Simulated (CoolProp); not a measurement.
A closed Brayton cycle with dry air: compressor inlet 330.15 K and 3 MPa, high pressure 6.56 MPa, turbine inlet 670 K, compressor efficiency 0.89, turbine efficiency 0.93, recuperator effectiveness 0 (on enthalpy, no pinch check). Each further row changes one setting.

The numbers come from the reference Helmholtz-energy equation of state, Lemmon 2000 in CoolProp. It is a pseudo-pure fit of the blend.

```csv
case,thermal efficiency (%),net work (kJ/kg),compressor to turbine work,compressor exit (K),turbine exit (K)
as stated,___,34.0,0.73,423.6,549.8
turbine inlet 620 K,___,___,___,423.6,___
compressor inlet 340.15 K,___,31.0,0.76,436.2,549.8
high pressure 5.58 MPa,10.9,31.0,0.70,402.6,___
recuperator effectiveness 0.5,17.3,34.0,0.73,423.6,549.8
```

Task: Some entries are withheld; supply them.

Result: 
- as stated, thermal efficiency (%): 12.9
- turbine inlet 620 K, thermal efficiency (%): 11.6
- turbine inlet 620 K, net work (kJ/kg): 24.2
- turbine inlet 620 K, compressor to turbine work: 0.80
- turbine inlet 620 K, turbine exit (K): 507.6
- compressor inlet 340.15 K, thermal efficiency (%): 12.4
- high pressure 5.58 MPa, turbine exit (K): 572.9
